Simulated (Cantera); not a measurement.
Feed: 1 mol CF4, 0.53 mol H2, equilibrated at 6.00 Pa.

These are equilibrium values from Cantera (NASA tables, ideal gas, pure condensed phases), not measurements of a reactor. Candidate condensed phases: C, C6H6, C7H8, C8H18; 95 gas species. Gases not in the tables: C2F6 and larger saturated fluorocarbons. Equilibrium is a limit: real reactors are often held back by kinetics, nucleation or transport.

x: gas mole fraction; n: condensed amount in mol.

| T (K) | x F | x HF | x CF4 | x H | x CF2 | x C | x C3 | x CF | n C(graphite) |
|---|---|---|---|---|---|---|---|---|---|
| 1173 | 1.97e-6 | 0.591 | 0.409 | 9.38e-11 | 6.67e-6 | <1e-12 | <1e-12 | 7.29e-12 | 0.265 |
| 1373 | ___ | 0.590 | 0.409 | ___ | ___ | <1e-12 | <1e-12 | ___ | 0.265 |
| 1573 | 0.00747 | 0.584 | 0.398 | 9.79e-8 | 0.00983 | 4.15e-12 | <1e-12 | 2.30e-6 | 0.259 |
| 1773 | 0.105 | 0.516 | 0.284 | 9.60e-7 | 0.0914 | 2.03e-9 | 8.26e-10 | 0.000137 | 0.224 |
| 1973 | 0.484 | 0.326 | 0.0207 | 7.51e-6 | 0.165 | 2.81e-7 | 2.35e-7 | 0.00196 | 0.384 |
| 2173 | 0.674 | 0.276 | 6.31e-5 | 0.000125 | 0.0426 | 1.57e-5 | 2.31e-5 | 0.00684 | 0.810 |
| 2373 | 0.708 | 0.265 | 2.06e-7 | 0.00179 | 0.00871 | 0.000441 | 0.00103 | 0.0153 | 0.890 |
| 2573 | 0.684 | 0.235 | 1.21e-9 | 0.0170 | 0.00194 | 0.00735 | 0.0250 | 0.0278 | 0.507 |
| 2773 | 0.666 | 0.142 | 7.29e-12 | 0.0780 | 0.000260 | 0.0394 | 0.0427 | 0.0223 | 0 |
| 2973 | 0.667 | 0.0468 | <1e-12 | 0.145 | 2.93e-5 | 0.103 | 0.0155 | 0.0116 | 0 |
| 3173 | 0.660 | ___ | <1e-12 | 0.167 | ___ | 0.151 | ___ | ___ | 0 |
| 3373 | 0.660 | 0.00315 | <1e-12 | 0.173 | 2.50e-7 | 0.162 | 9.65e-5 | 0.00124 | 0 |

Complete the blanks.


- 3173, x HF: 0.0117
- 3173, x CF2: 2.66e-6
- 3173, x C3: 0.00160
- 3173, x CF: 0.00404
- 1373, x F: 0.000221
- 1373, x H: 4.98e-9
- 1373, x CF2: 0.000443
- 1373, x CF: 1.04e-8
